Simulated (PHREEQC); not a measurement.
Consider water at 25 °C with 0.63 mol/kgw HF, 0.12 mol/kgw NaF, 0.0016 mol/kgw H4SiO4, 0.05 mol/kgw HCl and 0.05 mol/kgw H2S. It is in equilibrium with CO2 at log p = -1 (atm). Otherwise closed; pH follows from the charge balance.

Model: ion-association model, wateq4f.dat, run in PHREEQC.

Precipitation was switched off in this run.

### Question
Order these F species by the share of F that they hold, largest first: HF, F-, H2F2, HF2-, SiF6-2.

### Answer
H2F2 (49 %), HF (35 %), HF2- (10.0 %), F- (4.8 %), SiF6-2 (1.3 %)

The pH is 2.17 and the ionic strength 0.128 mol/kgw. Complexes and solids missing from the database can't appear. wateq4f.dat counts part of the HF as a dimer, H2F2, which phreeqc.dat doesn't know; its constant is uncertain. SiF6-2 is the database's only silicon fluoride. The polysulfide entries of wateq4f.dat were taken out for this run.
